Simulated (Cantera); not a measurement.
# Ignition delay

Mixture: 28.3 % H2, 15.1 % O2, 56.6 % N2, at 1.10 bar, adiabatic and at constant volume. Ignition delay is the time to a rise of 400 K.

Computed with Cantera and GRI-Mech 3.0 (53 species, 325 reactions). Below about 950 K walls govern HO2 and H2O2 in real vessels.

| T0 (K) | delay (ms) |
|---|---|
| 925 | 75.2 |
| 975 | 1.06 |
| 1025 | 0.189 |
| 1075 | 0.101 |
| 1125 | 0.0659 |
| 1175 | 0.0473 |
| 1225 | 0.0359 |

| Property | Value |
|---|---|
| apparent activation energy between 1125 and 1225 K | 70 kJ/mol |
